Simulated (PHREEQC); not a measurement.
Make-up at 25 °C: 0.011 mol/kgw H2SO4 and 0.13 mol/kgw KH2PO4. Closed to the air; pH follows from the charge balance.

Computed with PHREEQC (ion-association model, wateq4f.dat).

```
quantity                   before    after
------------------------  -------  -------
pH                           2.79     2.80
ionic strength (mol/kgw)    0.138    0.159
H2PO4- (mol/kgw)            0.111    0.111
H3PO4 (mol/kgw)            0.0195   0.0191
KSO4- (mol/kgw)           0.00234  0.00386
```

Problem. Which change was made?
(A) temperature from 25 to 15 °C
(B) 0.13 mol/kgw Na2CO3 added
(C) KH2PO4 from 0.13 to 0.013 mol/kgw
(D) H2SO4 from 0.011 to 0.0055 mol/kgw
(E) 0.0081 mol/kgw Cs2SO4 added

Solution. E, 0.0081 mol/kgw Cs2SO4 added

Precipitation was switched off in this run. H3PO4, which wateq4f.dat lacks, is added to it with the constant of phreeqc.dat.
